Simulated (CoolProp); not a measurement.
A single-stage vapour-compression cycle with the fluid: evaporating at 276.15 K (dew point), condensing at 339.15 K (bubble point), superheat 2 K, subcooling 0 K, compressor efficiency 0.65, no pressure losses. The same conditions are run with several fluids, on thermodynamics alone (safety and materials aside).

Values from CoolProp's reference Helmholtz-energy equation of state of each fluid (n-butane: Bücker 2006; n-pentane: Thol 2019; carbonyl sulfide: Lemmon 2006; cis-2-butene: Lemmon 2005; propane: Lemmon 2009).

Question: Rank n-butane, n-pentane, carbonyl sulfide, cis-2-butene, propane by cooling COP, highest first.

Answer: cis-2-butene (2.18), n-pentane (2.11), n-butane (2.03), carbonyl sulfide (2.01), propane (1.75)

```csv
fluid,pressure ratio,discharge temperature (K),refrigerating effect (kJ/kg),volumetric capacity (kJ/m³)
n-butane,6.38,351.6,228,691
n-pentane,9.08,348.0,237,210
carbonyl sulfide,4.42,417.0,179,3690
cis-2-butene,6.82,368.3,273,678
propane,4.60,362.1,194,2170
```
